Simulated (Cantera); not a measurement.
**Thermodynamics of titanium nitride, carbide and oxide coatings, feed Ti(NMe₂)₄ + CH₄**

Charge: 1 mol Ti(NMe₂)₄, 0.41 mol CH₄, equilibrated at 7.50 Torr.

Method: chemical equilibrium by Gibbs-energy minimisation in Cantera with the NASA 1993 tables (ideal gas, pure condensed phases). Candidate condensed phases: C, C₆H₆, C₇H₈, C₈H₁₈, Ti, TiC, TiN; 93 gas species. The feed counts by its element totals alone. TiC: taken at fixed stoichiometry. Kinetics and transport are ignored.

From 1227 °C to 1627 °C the condensed part is C(graphite) + TiC(s).

| T (°C) | x H₂ | x N₂ | x H | x HCN | n C(graphite) | n TiC(s) |
|---|---|---|---|---|---|---|
| 1227 | 0.865 | 0.135 | 0.000164 | 0.000361 | 7.40 | 1.00 |
| 1277 | 0.864 | 0.135 | 0.000293 | 0.000507 | 7.40 | 1.00 |
| 1327 | 0.864 | 0.135 | 0.000505 | 0.000698 | 7.40 | 1.00 |
| 1377 | 0.864 | 0.134 | 0.000844 | 0.000941 | 7.39 | 1.00 |
| 1427 | 0.863 | 0.134 | 0.00137 | 0.00125 | 7.39 | 1.00 |
| 1477 | 0.862 | 0.134 | 0.00216 | 0.00162 | 7.38 | 1.00 |
| 1527 | 0.861 | 0.134 | 0.00332 | 0.00208 | 7.37 | 1.00 |
| 1577 | 0.859 | 0.133 | 0.00499 | 0.00263 | 7.36 | 1.00 |
| 1627 | 0.856 | 0.133 | 0.00734 | 0.00328 | 7.35 | 1.00 |
x: gas mole fraction; n: condensed amount in mol.
